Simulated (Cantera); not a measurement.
Feed: 1 mol SiH₂Cl₂, 140 mol H₂, 0.2 mol HCl, equilibrated at 62.3 Torr.

Points: T (K) = 873, 923, 973, 1023, 1073, 1123, 1173, 1223, 1273, 1323, 1373, 1423, 1473, 1523.

Cantera's Mixture.equilibrate('TP', solver="vcs", rtol=1e-11, max_steps=5000) on the NASA tables stopped like this:

```
T = 873 K  P = 8300 Pa  gas = 141.7 mol
   x: H2 9.938e-01  HCL 2.428e-03  SiCL4 1.926e-03  SiHCL3 1.688e-03  SiH2CL2 1.349e-04  SiCL3 1.570e-05
   condensed (mol): Si(cr) 0.4653
ERROR: FAILURE its = 5001!

*******************************************************************************
CanteraError thrown by MultiPhase::equilibrate:
VCS solver failed. Return code: -1
*******************************************************************************
```

### Question
What got this run through?

### Answer
This is not unique; one that fits is The failure is numerical, not chemical. The same input converged with solver="gibbs", rtol=1e-10, max_steps=50000, and the result passed a check of the equilibrium conditions:
```
T = 873 K  P = 8300 Pa  gas = 141.7 mol
   x: H2 9.938e-01  HCL 2.428e-03  SiCL4 1.926e-03  SiHCL3 1.688e-03  SiH2CL2 1.349e-04  SiCL3 1.570e-05
   condensed (mol): Si(cr) 0.4653
T = 923 K  P = 8300 Pa  gas = 141.7 mol
   x: H2 9.927e-01  HCL 3.974e-03  SiCL4 1.671e-03  SiHCL3 1.488e-03  SiH2CL2 1.297e-04  SiCL3 3.080e-05  SiCL2 2.286e-05
   condensed (mol): Si(cr) 0.5259
T = 973 K  P = 8300 Pa  gas = 141.8 mol
   x: H2 9.912e-01  HCL 6.016e-03  SiCL4 1.325e-03  SiHCL3 1.227e-03  SiH2CL2 1.187e-04  SiCL2 5.870e-05  SiCL3 5.208e-05
   condensed (mol): Si(cr) 0.6051
T = 1023 K  P = 8300 Pa  gas = 141.9 mol
   x: H2 9.895e-01  HCL 8.398e-03  SiCL4 9.187e-04  SiHCL3 9.160e-04  SiCL2 1.267e-04  SiH2CL2 1.011e-04  SiCL3 7.424e-05
   condensed (mol): Si(cr) 0.6963
T = 1073 K  P = 8300 Pa  gas = 142 mol
   x: H2 9.878e-01  HCL 1.073e-02  SiHCL3 5.936e-04  SiCL4 5.264e-04  SiCL2 2.270e-04  SiCL3 8.641e-05  SiH2CL2 7.813e-05
   condensed (mol): Si(cr) 0.785
T = 1123 K  P = 8300 Pa  gas = 142.1 mol
   x: H2 9.864e-01  HCL 1.252e-02  SiCL2 3.356e-04  SiHCL3 3.252e-04  SiCL4 2.407e-04  SiCL3 8.064e-05  SiH2CL2 5.382e-05
   condensed (mol): Si(cr) 0.8524
T = 1173 K  P = 8300 Pa  gas = 142.2 mol
   x: H2 9.857e-01  HCL 1.354e-02  SiCL2 4.230e-04  SiHCL3 1.556e-04  SiCL4 9.173e-05  SiCL3 6.273e-05  SiH2CL2 3.381e-05
   condensed (mol): Si(cr) 0.8907
T = 1223 K  P = 8300 Pa  gas = 142.2 mol
   x: H2 9.854e-01  HCL 1.399e-02  SiCL2 4.832e-04  SiHCL3 7.046e-05  SiCL3 4.433e-05  SiCL4 3.241e-05  SiH2CL2 2.042e-05
   condensed (mol): Si(cr) 0.9072
T = 1273 K  P = 8300 Pa  gas = 142.2 mol
   x: H2 9.852e-01  HCL 1.416e-02  SiCL2 5.263e-04  SiHCL3 3.218e-05  SiCL3 3.048e-05  SiH2CL2 1.239e-05  SiCL4 1.157e-05
   condensed (mol): Si(cr) 0.9127
T = 1323 K  P = 8300 Pa  gas = 142.2 mol
   x: H2 9.852e-01  HCL 1.421e-02  SiCL2 5.603e-04  SiCL3 2.108e-05  SiHCL3 1.526e-05
   condensed (mol): Si(cr) 0.9133
T = 1373 K  P = 8300 Pa  gas = 142.2 mol
   x: H2 9.852e-01  HCL 1.421e-02  SiCL2 5.894e-04  SiCL3 1.483e-05  H 1.147e-05
   condensed (mol): Si(cr) 0.9119
T = 1423 K  P = 8300 Pa  gas = 142.2 mol
   x: H2 9.852e-01  HCL 1.419e-02  SiCL2 6.155e-04  H 2.288e-05  SiCL3 1.065e-05
   condensed (mol): Si(cr) 0.9096
T = 1473 K  P = 8300 Pa  gas = 142.2 mol
   x: H2 9.851e-01  HCL 1.416e-02  SiCL2 6.394e-04  H 4.359e-05
   condensed (mol): Si(cr) 0.907
T = 1523 K  P = 8300 Pa  gas = 142.2 mol
   x: H2 9.851e-01  HCL 1.412e-02  SiCL2 6.615e-04  H 7.962e-05
   condensed (mol): Si(cr) 0.9042
```

The gas is ideal and each condensed phase is pure. The tables' values for SiCl3 are old estimates; treat these amounts as uncertain.
